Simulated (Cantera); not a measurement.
Input: 1 mol BF3, 3.3 mol O2, 61 mol N2, held at 1498.15 K and 7.50 Torr.

Method: chemical equilibrium by Gibbs-energy minimisation in Cantera with the NASA 1993 tables (ideal gas, pure condensed phases). Candidate condensed phases: B, BN, B2O3; 31 gas species. The numbers say what is thermodynamically allowed, not how fast it happens.

**Question.** What is the equilibrium state?

**Answer.** 
```
Property                             Value
-------------------------------  ---------
x(N2)                                0.934
x(O2)                               0.0502
x(BF3)                              0.0153
x(NO)                             0.000645
x(F)                               4.45e-5
x(BOF)                             2.20e-5
x(O)                               8.86e-6
gas amount                       65.30 mol
log10 activity of B(s) (absent)     -19.87
```
